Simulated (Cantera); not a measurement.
Charge: 1 mol CsOH, 0.017 mol H₂O, at 1852 °C and 25.0 Pa.

Equilibrium computed with Cantera from the NASA thermochemical tables; the gas is ideal and each condensed phase is pure. Candidate condensed phases: Cs, CsOH, H₂O; 15 gas species. Kinetics and transport are ignored.

Base state: Cs 0.507, H₂O 0.201, O₂ 0.121, H 0.0368, O 0.0364, OH 0.0358, CsOH 0.0354, H₂ 0.0256 (mole fractions); condensed: gas only.

Q: What changes in the equilibrium state with this change: pressure from 25.0 Pa to 0.100 bar?

A: 
| species | before | after |
|---|---|---|
| CsOH | 0.0354 | 0.655 |
| Cs | 0.507 | 0.186 |
| H₂O | 0.201 | 0.105 |
| H | 0.0368 | 0.000380 |
| O | 0.0364 | 0.00111 |
| H₂ | 0.0256 | 0.00110 |
| OH | 0.0358 | 0.00451 |
| O₂ | 0.121 | 0.0450 |
| Cs₂O | 2.87e-8 | 1.88e-5 |
| CsO | 0.000432 | 0.00193 |
